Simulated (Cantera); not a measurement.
What does this Cantera script print?

```python
import numpy as np
import cantera as ct

gas_names = """
    CL CL2 H HCL H2 N NH NH2 NH3 N2 N2H2 N2H4 Si SiCL SiCL2 SiCL3 SiCL4 SiH SiHCL3 SiH2 SiH2CL2 SiH3
    SiH3CL SiH4 SiN Si2 Si2N Si3
""".split()
cond_names = """
    NH4CL(a) NH4CL(b) Si(cr) Si(L) Si3N4(a)
""".split()


# ... load() reads the species with a 1 bar reference pressure and builds the phases ...
atoms = {
    'SiH4': {'Si': 1, 'H': 4},
    'Cl2': {'CL': 2},
    'N2': {'N': 2},
}
top_T = {'Si3N4(a)': 2400}  # K; cautious upper limits of use, not melting points


# ... equilibrate(T, P, feed) seeds the gas with the atoms and calls Mixture.equilibrate('TP', solver="vcs", rtol=1e-11, max_steps=5000) ...
results = []
feed = {'SiH4': 1, 'Cl2': 0.15, 'N2': 250}  # mol
T = 1425  # K
P = 133.322  # Pa
mix = equilibrate(T, P, feed)
results.append((T, P, feed, dict(zip(mix.species_names, mix.species_moles))))
print(gas.report(threshold=0.001))
for i in range(1, mix.n_phases):
    print(f"{mix.phase(i).name:16s} {mix.phase_moles(i):12.5e} mol")
```

Output:

```
       temperature   1425 K
          pressure   133.32 Pa
           density   0.0003132 kg/m^3
  mean mol. weight   27.833 kg/kmol
   phase of matter   gas

                          1 kg             1 kmol
                     ---------------   ---------------
          enthalpy        1.2809e+06        3.5651e+07  J
   internal energy        8.5518e+05        2.3802e+07  J
           entropy             10602        2.9509e+05  J/K
    Gibbs function       -1.3827e+07       -3.8486e+08  J
 heat capacity c_p            1239.4             34497  J/K
 heat capacity c_v            940.68             26182  J/K

                      mass frac. Y      mole frac. X     chem. pot. / RT
                     ---------------   ---------------   ---------------
               HCL          0.001505          0.001149            -46.43
                H2        0.00053383         0.0073701           -29.985
                N2           0.99788           0.99144           -32.484
     [  +25 minor]        7.7647e-05        3.9055e-05

Si(cr)            0.00000e+00 mol
Si3N4(a)          3.31576e-01 mol
```

Equilibrium computed with Cantera from the NASA thermochemical tables; the gas is ideal and each condensed phase is pure. N2 is the only nitrogen source here; it is nearly inert below about 1500 K, so the nitride shown seldom forms there in practice.
